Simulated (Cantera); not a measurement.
# B2O3 + H2 (boron, boron nitride and boron oxide)

A closed system holds: 1 mol B2O3, a varied amount of H2, held at 2073 K and 0.230 bar.

These are equilibrium values from Cantera (NASA tables, ideal gas, pure condensed phases), not measurements of a reactor. Candidate condensed phases: B, B2O3, B3O3H3, H2O; 23 gas species. Equilibrium is a limit: real reactors are often held back by kinetics, nucleation or transport.

From 4.8 mol H2 to 110 mol H2 nothing is condensed. The main B-bearing gas is B2O3 at 4.8 mol H2 and HBO at 110 mol H2.

```tsv
n(H2) (mol)	x H2	x B2O3	x HBO2	x HBO	x B2O2	x H2O	x H
4.8	0.749	0.0926	0.0723	0.0583	0.0111	0.00659	0.00475
7	0.808	0.0600	0.0578	0.0509	0.00787	0.00651	0.00493
10	0.852	0.0386	0.0456	0.0437	0.00550	0.00630	0.00506
15	0.890	0.0224	0.0338	0.0359	0.00354	0.00596	0.00517
23	0.920	0.0121	0.0239	0.0284	0.00215	0.00549	0.00526
34	0.941	0.00662	0.0168	0.0225	0.00132	0.00500	0.00532
50	0.955	0.00350	0.0116	0.0176	0.000792	0.00446	0.00536
73	0.966	0.00180	0.00776	0.0136	0.000470	0.00391	0.00539
110	0.974	0.000832	0.00485	0.0102	0.000260	0.00330	0.00541
```
x: gas mole fraction; nothing condenses.
